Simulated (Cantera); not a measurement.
Pyrogenic steam for wet oxidation

A perfectly stirred reactor is fed with H2 : O2 : N2 = 1.2 : 1 : 5.1 (molar parts), equivalence ratio 0.60, at 100.0 Torr; it is held at 1375 K, and followed from long to short residence time.

Detailed kinetics in Cantera: the H2/O2 subset of GRI-Mech 3.0, which has no nitrogen chemistry. The temperature is held fixed by assumption; the heat of reaction is taken as removed at once.

```json
[
 {"τ (s)": "4.0", "x H2": "0.000151", "x O2": "0.0596", "x H": "2.23e-5", "x OH": "0.000548", "x H2O": "0.179"},
 {"τ (s)": "1.7", "x H2": "0.000268", "x O2": "0.0596", "x H": "5.31e-5", "x OH": "0.000730", "x H2O": "0.178"},
 {"τ (s)": "0.75", "x H2": "0.000462", "x O2": "0.0595", "x H": "0.000121", "x OH": "0.000961", "x H2O": "0.178"},
 {"τ (s)": "0.32", "x H2": "0.000811", "x O2": "0.0595", "x H": "0.000284", "x OH": "0.00128", "x H2O": "0.177"},
 {"τ (s)": "0.14", "x H2": "0.00139", "x O2": "0.0596", "x H": "0.000644", "x OH": "0.00168", "x H2O": "0.176"},
 {"τ (s)": "0.061", "x H2": "0.00235", "x O2": "0.0598", "x H": "0.00145", "x OH": "0.00220", "x H2O": "0.174"},
 {"τ (s)": "0.026", "x H2": "0.00397", "x O2": "0.0601", "x H": "0.00324", "x OH": "0.00288", "x H2O": "0.171"},
 {"τ (s)": "0.011", "x H2": "0.00648", "x O2": "0.0610", "x H": "0.00703", "x OH": "0.00372", "x H2O": "0.165"},
 {"τ (s)": "0.0049", "x H2": "0.00981", "x O2": "0.0623", "x H": "0.0137", "x OH": "0.00462", "x H2O": "0.157"},
 {"τ (s)": "0.0021", "x H2": "0.0141", "x O2": "0.0645", "x H": "0.0248", "x OH": "0.00558", "x H2O": "0.144"},
 {"τ (s)": "0.00093", "x H2": "0.0187", "x O2": "0.0671", "x H": "0.0385", "x OH": "0.00639", "x H2O": "0.129"}
]
```
x: mole fraction; the columns are a selection and need not sum to one.
